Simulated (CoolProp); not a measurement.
Vapour-liquid equilibrium of acetone (1) + toluene (2) at 144.55 °C; x and y are mole fractions of (1).

Computed with CoolProp (multi-fluid Helmholtz-energy mixture model, Lemmon 2006 and Lemmon 2006; pair parameters Bell 2016).

| x | bubble pressure, mixture model (bar) | bubble pressure, Raoult's law (bar) | y, mixture model | y, Raoult's law |
|---|---|---|---|---|
| 0.05 | 2.987 | 2.820 | 0.211 | 0.182 |
| 0.2 | 4.416 | 3.993 | 0.519 | 0.513 |
| 0.35 | 5.610 | 5.166 | 0.668 | 0.694 |
| 0.5 | 6.687 | 6.339 | 0.766 | 0.808 |
| 0.65 | 7.725 | 7.512 | 0.844 | 0.887 |
| 0.8 | 8.774 | 8.685 | 0.913 | 0.944 |
| 0.95 | 9.870 | 9.858 | 0.978 | 0.988 |

The largest gap from Raoult's law is +10.6 % in bubble pressure, at x = 0.2. No azeotrope shows between x = 0.05 and 0.95.

Pair parameters are fitted to limited data, so mixtures are less certain than the pure fluids.
